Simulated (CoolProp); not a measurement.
Vapour-liquid equilibrium of dimethyl ether (1) + R227EA (2) at -30.75 °C; x and y are mole fractions of (1).

Model: multi-fluid Helmholtz-energy mixture model, Wu 2011 and Lemmon 2016; pair parameters Bell 2016, in CoolProp.

```
x     bubble pressure (bar)  y at the bubble point  dew pressure at overall composition x (bar)  liquid density (mol/L)
----  ---------------------  ---------------------  -------------------------------------------  ----------------------
0.05                 0.4981                  0.016                                       0.4703                   9.626
0.15                 0.4538                  0.082                                       0.4331                       …
0.25                 0.4240                  0.206                                       0.4202                   10.70
0.35                 0.4201                      …                                       0.4188                   11.27
0.45                 0.4439                  0.563                                       0.4259                   11.88
0.55                 0.4904                  0.717                                       0.4412                   12.52
0.65                 0.5509                  0.828                                       0.4663                   13.21
0.75                 0.6169                  0.903                                       0.5052                       …
0.85                 0.6826                  0.952                                       0.5675                   14.77
0.95                 0.7454                  0.986                                       0.6791                   15.66
```

Question: Some entries are withheld; supply them.

Answer: 
- 0.15, liquid density (mol/L): 10.15
- 0.35, y at the bubble point: 0.380
- 0.75, liquid density (mol/L): 13.96

y crosses x between x = 0.25 and 0.35: the model has an azeotrope there.

The pair parameters rest on a limited set of measurements; away from them the model extrapolates.
